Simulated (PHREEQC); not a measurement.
Model water analysis in mg/L, 60 °C, pH 7.22, pe 8.6: Na 330; K 0.000211; Ca 82.3; Mg 42.2; Cl 174; S(6) as SO4 66.3; Alkalinity as HCO3 920; Cd 2.81; Cu(2) 5.82; Li 0.212; N(5) as NO3 5.75.

Valence states are taken as typed.

The numbers come from PHREEQC with the ion-association model, wateq4f.dat.

ionic strength: 0.0243 mol/kgw
charge-balance error: 1.8 %

```
species  molality  activity   log γ
-------  --------  --------  ------
Na+        0.0143    0.0122  -0.069
HCO3-      0.0142    0.0122  -0.066
Cl-       0.00491   0.00416  -0.072
Ca+2      0.00171  0.000927  -0.266
Mg+2      0.00144  0.000790  -0.260
CO2       0.00143   0.00143   0.002
SO4-2    0.000493  0.000264  -0.271
CaHCO3+  0.000222  0.000191  -0.065
```

Precipitation was switched off in this run. Saturation is exceeded, for instance for Otavite, Malachite; the values hold only as long as no solid forms. Constants without temperature data keep their 25 °C values here. The database's cadmium carbonate complexes are estimates of doubtful size.
